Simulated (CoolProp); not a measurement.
The fluid at 408.65 K and 1.64 MPa is compressed adiabatically to 12 MPa with isentropic efficiency 0.6. The same conditions are run with several fluids, on thermodynamics alone (safety and materials aside).

The numbers come from the reference Helmholtz-energy equation of state of each fluid (neopentane: Lemmon 2006; propane: Lemmon 2009; propylene: Lemmon 2013) in CoolProp.

Task: Rank neopentane, propane, propylene by work (kJ/kg), highest first.

Result: propylene (253), propane (230), neopentane (86.6)

```tsv
fluid	final temperature (K)	final density (kg/m³)
neopentane	500.0	359
propane	537.5	149
propylene	555.5	130
```
